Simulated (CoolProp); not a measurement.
Vapour-liquid equilibrium of R124 (1) + R142b (2) at 286.7 K; x and y are mole fractions of (1).

Model: multi-fluid Helmholtz-energy mixture model, de Vries 1995 and Lemmon 2006; pair parameters Bell 2016, in CoolProp.

| x | bubble pressure, mixture model (MPa) | bubble pressure, Raoult's law (MPa) | y, mixture model | y, Raoult's law |
|---|---|---|---|---|
| 0.05 | 0.2349 | 0.2354 | 0.054 | 0.056 |
| 0.2 | 0.2379 | 0.2399 | 0.212 | 0.220 |
| 0.35 | 0.2410 | 0.2445 | 0.369 | 0.378 |
| 0.5 | 0.2446 | 0.2491 | 0.524 | 0.531 |
| 0.65 | 0.2490 | 0.2537 | 0.677 | 0.677 |
| 0.8 | 0.2547 | 0.2583 | 0.823 | 0.819 |
| 0.95 | 0.2617 | 0.2629 | 0.958 | 0.956 |

The largest gap from Raoult's law is -1.9 % in bubble pressure, at x = 0.65. No azeotrope shows between x = 0.05 and 0.95.

Pair parameters are fitted to limited data, so mixtures are less certain than the pure fluids.
